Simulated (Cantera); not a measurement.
A closed system holds: 1 mol C2H4, 1.1 mol O2, 0.38 mol H2, equilibrated at 1373.15 K and 1.50 bar.

These are equilibrium values from Cantera (NASA tables, ideal gas, pure condensed phases), not measurements of a reactor. Candidate condensed phases: C, C6H6, C7H8, C8H18, H2O; 110 gas species. The numbers say what is thermodynamically allowed, not how fast it happens.

Base state: H2 0.511, CO 0.443, H2O 0.0322, CO2 0.0136, CH4 9.72e-5 (mole fractions); condensed: gas only.

**Question.** What changes in the equilibrium state with this change: H2 from 0.38 to 72 mol?

**Answer.** 
| species | before | after |
|---|---|---|
| H2 | 0.511 | 0.971 |
| CO | 0.443 | 0.0259 |
| H2O | 0.0322 | 0.00301 |
| CO2 | 0.0136 | 3.90e-5 |
| CH4 | 9.72e-5 | 0.000416 |

**Question.** What changes in the equilibrium state with this change: O2 from 1.1 to 1.8 mol?

**Answer.** 
| species | before | after |
|---|---|---|
| CO | 0.443 | 0.330 |
| H2 | 0.511 | 0.304 |
| H2O | 0.0322 | 0.239 |
| CO2 | 0.0136 | 0.126 |
| CH4 | 9.72e-5 | 2.06e-6 |
